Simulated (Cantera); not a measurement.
Charge: 1 mol SiHCl₃, 3.3 mol N₂, 0.3 mol H₂, equilibrated at 1600 K and 18.0 mbar.

Cantera equilibrium calculation (NASA polynomials, part measured and part estimated; ideal gas, pure solids and liquids). Candidate condensed phases: NH₄Cl, Si, Si₃N₄; 28 gas species. The tables' values for SiCl₃, SiCl are old estimates; treat these amounts as uncertain. Rates play no part.

Base state: N₂ 0.596, HCl 0.169, SiCl₂ 0.149, H₂ 0.0610, SiCl₃ 0.0187, SiCl₄ 0.00577, SiHCl₃ 0.000300, Cl 0.000220 (mole fractions); condensed: Si₃N₄(s).

Question: What changes in the equilibrium state with this change: temperature from 1600 K to 1048 K?

Answer: 
```tsv
species	before	after
N₂	0.596	0.617
HCl	0.169	0.232
SiCl₄	0.00577	0.0987
SiCl₂	0.149	9.89e-6
SiCl₃	0.0187	0.000231
H₂	0.0610	0.0515
SiCl	1.50e-5	<1e-9
H	0.000100	1.31e-8
Cl	0.000220	5.37e-8
SiHCl₃	0.000300	0.000224
Si₃N₄(s), mol	0.0161	0.175
```
N₂ is the only nitrogen source here; it is nearly inert below about 1500 K, so the nitride shown seldom forms there in practice. The tables' values for SiCl₃ are old estimates; treat these amounts as uncertain.

Question: What changes in the equilibrium state with this change: H₂ from 0.3 to 4 mol?

Answer: 
| species | before | after |
|---|---|---|
| H₂ | 0.0610 | 0.395 |
| N₂ | 0.596 | 0.333 |
| HCl | 0.169 | 0.214 |
| SiCl₂ | 0.149 | 0.0541 |
| SiCl₃ | 0.0187 | 0.00337 |
| SiCl₄ | 0.00577 | 0.000517 |
| H | 0.000100 | 0.000255 |
| SiHCl₃ | 0.000300 | 0.000138 |
| Cl | 0.000220 | 0.000109 |
| SiCl | 1.50e-5 | 1.10e-5 |
| Si₃N₄(s), mol | 0.0161 | 0.160 |
